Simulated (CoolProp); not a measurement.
Properties of C2F6 (R116) along the isobar 6.7 MPa.

Values from CoolProp's reference Helmholtz-energy equation of state, Lemmon 2006. It is a short technical equation, of lower accuracy than the large ones.

| T (K) | phase | cv (kJ/(kg K)) | isothermal compressibility (1/MPa) | expansivity (1/kK) | viscosity (µPa s) | Prandtl number |
|---|---|---|---|---|---|---|
| 278.5 | liquid | 0.7453 | 0.01554 | 5.447 | 133 | 3.12 |
| 293.1 | supercritical | 0.7678 | 0.02689 | 7.183 | 104 | 2.92 |
| 307.8 | supercritical | 0.7930 | 0.05393 | 10.28 | ___ | 2.73 |
| 322.4 | supercritical | 0.8193 | 0.1169 | 14.86 | 56.4 | 2.48 |
| 337.1 | supercritical | 0.8371 | 0.1892 | 15.96 | ___ | 2.00 |
| 351.7 | supercritical | 0.8459 | 0.2034 | 12.47 | 34.0 | 1.58 |
| 366.4 | supercritical | 0.8549 | 0.1945 | 9.424 | 30.7 | 1.35 |
| 381 | supercritical | 0.8654 | 0.1845 | 7.475 | 29.2 | 1.23 |
| 395.7 | supercritical | 0.8771 | 0.1764 | 6.182 | ___ | ___ |
| 410.3 | supercritical | 0.8892 | ___ | 5.287 | 28.1 | 1.10 |
| 425 | supercritical | 0.9015 | 0.1653 | 4.627 | 28.1 | 1.06 |

Question: Complete the blanks.

Answer: 
- 307.8, viscosity (µPa s): 78.2
- 337.1, viscosity (µPa s): 41.4
- 395.7, viscosity (µPa s): 28.4
- 395.7, Prandtl number: 1.15
- 410.3, isothermal compressibility (1/MPa): 0.1702

Viscosity comes from a separate model (Huber 2003), an estimate that may be off by 10 % or more. Thermal conductivity comes from a separate model (Huber 2003), an estimate that may be off by 10 % or more.
